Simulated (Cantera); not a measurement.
A closed system holds: 1 mol NH3, 0.14 mol SO2, at 725 °C and 0.0100 bar.

Method: chemical equilibrium by Gibbs-energy minimisation in Cantera with the NASA 1993 tables (ideal gas, pure condensed phases). Candidate condensed phases: H2O, H2SO4, S; 35 gas species. Equilibrium is a limit: real reactors are often held back by kinetics, nucleation or transport.

Base state: H2 0.540, N2 0.250, H2O 0.140, H2S 0.0698, S2 8.67e-5 (mole fractions); condensed: gas only.

What changes in the equilibrium state with this change: SO2 from 0.14 to 0.034 mol?


```csv
species,before,after
H2,0.540,0.699
N2,0.250,0.250
H2O,0.140,0.0340
H2S,0.0698,0.0170
S2,8.67e-5,3.07e-6
```
